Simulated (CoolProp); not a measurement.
Vapour-liquid equilibrium of R13 (1) + R11 (2) at 0.383 bar; x and y are mole fractions of (1).

Values from CoolProp's multi-fluid Helmholtz-energy mixture model, Platzer 1990 and Jacobsen 1992; pair parameters Bell 2016. This equation is an older, rougher fit; its heat capacities, sound speeds and derivatives of the liquid may be far off and weren't checked against measurements.

```tsv
x	bubble temperature (°C)	y at the bubble point	dew temperature at overall composition x (°C)	liquid density (mol/L)
0.05	?	0.942	-2.3	12.09
0.2	-80.7	?	-6.2	12.90
0.35	-88.0	0.998	?	13.39
0.5	-91.3	0.999	-16.1	13.82
0.65	-93.4	0.999	-23.0	14.23
0.8	-95.1	0.999	-33.0	14.62
0.95	-97.1	1.000	-54.2	15.01
```

Some entries are withheld; supply them.


- 0.05, bubble temperature (°C): -52.1
- 0.2, y at the bubble point: 0.995
- 0.35, dew temperature at overall composition x (°C): -10.6

No azeotrope shows between x = 0.05 and 0.95.

Pair parameters are fitted to limited data, so mixtures are less certain than the pure fluids. With so large a gap from Raoult's law the liquid may split in two, which this calculation doesn't test in full.
